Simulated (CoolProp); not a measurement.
Properties of CHF3 (R23) along the isobar 246 kPa.

Model: reference Helmholtz-energy equation of state, Penoncello 2003, in CoolProp.

```tsv
T (°C)	phase	speed of sound (m/s)	Joule-Thomson coefficient (K/MPa)	isothermal compressibility (1/MPa)	viscosity (µPa s)	conductivity (mW/(m K))
-119.55	liquid	?	-0.3488	0.0009870	642	179
-109.95	liquid	977.0	-0.3359	0.001136	515	165
-100.45	liquid	924.2	-0.3200	0.001310	424	154
-90.85	liquid	871.7	-0.2999	0.001523	355	143
-81.25	liquid	819.6	-0.2747	0.001787	302	134
-71.65	liquid	767.2	-0.2429	0.002122	260	126
-62.05	gas	168.5	42.91	4.403	10.6	9.24
-52.45	gas	173.4	?	4.333	11.1	9.74
-42.85	gas	177.8	30.30	4.284	11.5	10.2
-33.35	gas	181.8	26.06	4.248	12.0	10.7
-23.75	gas	185.7	22.66	4.221	12.5	11.2
-14.15	gas	189.4	19.92	4.199	13.0	?
-4.55	gas	192.9	17.67	4.182	13.5	12.3
5.05	gas	196.3	15.80	4.167	13.9	12.8
14.65	gas	199.6	14.22	4.155	14.4	13.3
```

Question: Some entries are withheld; supply them.

Answer: 
- -119.55, speed of sound (m/s): 1032
- -52.45, Joule-Thomson coefficient (K/MPa): 35.78
- -14.15, conductivity (mW/(m K)): 11.8

Viscosity comes from a separate model (Shan 2000). Thermal conductivity comes from a separate model (Shan 2000).
